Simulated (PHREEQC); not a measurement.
A column of 0.1 m (30 cells, dispersivity 0.0035 m, 3600 s a shift, diffusion coefficient 3e-10 m²/s) holds 0.049 eq of the database's cation exchanger X per kg of pore water, first in equilibrium with 0.00096 mol LiCl and 1e-05 mol HCl per kg of water. It is flushed with 0.0031 mol/kgw MgCl2, 0.015 mol/kgw NaCl and 1e-05 mol/kgw HCl, at 25 °C. Values are for the last cell. CO2 from the air is kept out. No solid was allowed to form.

The series has 31 steps of pore volumes, from 0 to 7.017.

Model: ion-association model, phreeqc.dat, run in PHREEQC.

Problem. After how many pore volumes does Na at the outlet first reach half of its feed value?

Solution. By 3.0 pore volumes; it later peaks at 0.0212 mol/kgw, above the feed's 0.0150.
